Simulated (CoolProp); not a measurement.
Saturation properties of methane.

The numbers come from the reference Helmholtz-energy equation of state, Setzmann 1991 in CoolProp.

```
T (K)     p (MPa)  enthalpy of vaporisation (kJ/kg)  vapour viscosity (µPa s)  liquid conductivity (mW/(m K))
-----  ----------  --------------------------------  ------------------------  ------------------------------
122.4      0.2261                        (withheld)                      4.68                             169
130.5      0.3785                        (withheld)                      5.01                             157
138.7  (withheld)                             448.9                      5.35                             145
146.8      0.8971                             423.7                      5.73                             134
155         1.295                        (withheld)                      6.16                      (withheld)
163.1  (withheld)                             357.7                (withheld)                             111
171.3       2.439                             312.3                      7.43                            98.7
179.4       3.221                             252.3                      8.56                            86.5
187.6       4.192                             150.4                      11.0                            76.5
```

**Question.** Some entries are withheld; supply them.

**Answer.** 
- 122.4, enthalpy of vaporisation (kJ/kg): 489.5
- 130.5, enthalpy of vaporisation (kJ/kg): 470.8
- 138.7, p (MPa): 0.5991
- 155, enthalpy of vaporisation (kJ/kg): 393.6
- 155, liquid conductivity (mW/(m K)): 122
- 163.1, p (MPa): 1.799
- 163.1, vapour viscosity (µPa s): 6.70

It boils at 111.7 K under 1 atm.

Viscosity comes from a separate model (Quiñones-Cisneros 2006). Thermal conductivity comes from a separate model (Friend 1989).
